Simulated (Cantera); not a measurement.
Ignition delay

Mixture: H2 : O2 : N2 = 1 : 0.735 : 2.65 (molar parts), at 1.00 bar, adiabatic and at constant volume. Ignition delay is the time to a rise of 400 K.

Computed with Cantera and GRI-Mech 3.0 (53 species, 325 reactions). Where the delays flatten at high temperature, the 400 K rule measures the pace of heat release, not the induction time.

```json
[
 {"T0 (K)": "1175", "delay (ms)": "0.0509"},
 {"T0 (K)": "1250", "delay (ms)": "0.0348"},
 {"T0 (K)": "1325", "delay (ms)": "0.0258"},
 {"T0 (K)": "1400", "delay (ms)": "0.0204"},
 {"T0 (K)": "1475", "delay (ms)": "0.0172"},
 {"T0 (K)": "1550", "delay (ms)": "0.0152"},
 {"T0 (K)": "1625", "delay (ms)": "0.0142"},
 {"T0 (K)": "1700", "delay (ms)": "0.0138"}
]
```
